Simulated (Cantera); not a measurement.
A closed system holds: 1 mol Si, 2.5 mol HBr, 5 mol H2, equilibrated at 0.0160 bar.

Cantera equilibrium calculation (NASA polynomials, part measured and part estimated; ideal gas, pure solids and liquids). Candidate condensed phases: Br2, Si; 19 gas species. Kinetics and transport are ignored.

Problem. What share of the Si ends up in condensed phases as a function of T (K), at 625, 725, 825, 925, 1025, 1125, 1225, 1325, 1425, 1525?

Solution. 
```csv
T (K),Si condensed (%),as
625,36.9,Si(s)
725,37.3,Si(s)
825,38.5,Si(s)
925,41.5,Si(s)
1025,45.8,Si(s)
1125,48.4,Si(s)
1225,45.7,Si(s)
1325,41.0,Si(s)
1425,38.0,Si(s)
1525,36.2,Si(s)
```
